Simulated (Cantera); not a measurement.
Input: 1 mol Ta₂O₅, 3.5 mol CH₄, 0.041 mol CO, at 1523.15 K and 69.0 Torr.

Cantera equilibrium calculation (NASA polynomials, part measured and part estimated; ideal gas, pure solids and liquids). Candidate condensed phases: C, C₆H₆, C₇H₈, C₈H₁₈, H₂O, Ta, TaC, Ta₂O₅; 113 gas species. Mutual solubility and eutectic melting of coexisting phases are not modelled. TaC: taken at fixed stoichiometry. Condensed phases not in the tables: Ta₂C. The numbers say what is thermodynamically allowed, not how fast it happens.

Base state: H₂ 0.733, CO 0.266, H₂O 0.00141, CO₂ 0.000191, H 6.53e-5 (mole fractions); condensed: TaC(s) + Ta₂O₅(s).

### Question
What changes in the equilibrium state with this change: temperature from 1523.15 K to 875 K?

### Answer
```json
[
 {"species": "H₂", "before": "0.733", "after": "0.957"},
 {"species": "CH₄", "before": "2.10e-6", "after": "0.0368"},
 {"species": "CO", "before": "0.266", "after": "0.00442"},
 {"species": "H", "before": "6.53e-5", "after": "<1e-9"},
 {"species": "CO₂", "before": "0.000191", "after": "1.93e-5"},
 {"species": "TaC(s), mol", "before": "1.00", "after": "0"},
 {"species": "Ta₂O₅(s), mol", "before": "0.498", "after": "1.00"},
 {"species": "C(graphite), mol", "before": "0", "after": "3.26"}
]
```
